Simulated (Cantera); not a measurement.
Input: 1 mol CO₂, 0.097 mol H₂, equilibrated at 61.0 bar.

These are equilibrium values from Cantera (NASA tables, ideal gas, pure condensed phases), not measurements of a reactor. Candidate condensed phases: C, C₆H₆, C₇H₈, C₈H₁₈, H₂O; 110 gas species. The ideal-gas law is rough above about 30 bar. Equilibrium is a limit: real reactors are often held back by kinetics, nucleation or transport.

**Question.** At 2350 °C, list the 5 most abundant gas species with their mole fractions, and the condensed phases.

**Answer.** CO₂ 0.807, CO 0.0981, H₂O 0.0848, O₂ 0.00521, OH 0.00273. Condensed: gas only.
